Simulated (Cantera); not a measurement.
Hydrocarbon pyrolysis for carbon deposition

An isothermal, constant-pressure homogeneous reactor starts with 10.6 % C2H6, 89.4 % H2, at 1300 K and 0.0263 atm.

Computed with Cantera and GRI-Mech 3.0 (53 species, 325 reactions). GRI-Mech 3.0 stops at C3 and has no aromatics, soot or wall deposition, so with more carbon than oxygen in the feed, carbon stays in small species such as C2H2 where larger ones or solid carbon would form. Radical loss at walls, strong at low pressure, is not modelled.

```tsv
t (s)	x C2H6	x H2	x CH2	x C2H4	x C2H2
0.000100	0.106	0.894	1.04e-10	1.28e-5	6.00e-11
0.000460	0.105	0.893	1.87e-9	0.000617	9.93e-8
0.00211	0.0908	0.891	3.93e-8	0.0104	3.60e-5
0.00972	0.0260	0.875	4.04e-8	0.0484	0.00190
0.0447	0.000954	0.870	2.13e-9	0.0555	0.0101
0.206	7.05e-5	0.871	1.53e-10	0.0475	0.0181
0.946	3.25e-5	0.872	7.67e-11	0.0334	0.0313
4.35	1.10e-5	0.875	4.92e-11	0.0104	0.0527
20.0	4.85e-6	0.876	3.53e-11	0.00393	0.0588
```
x: mole fraction; the columns are a selection and need not sum to one.

Equilibrium at this temperature and pressure: C2H6 4.79e-6, H2 0.879, CH2 3.53e-11, C2H4 0.00406, C2H2 0.0611 (gas phase only).
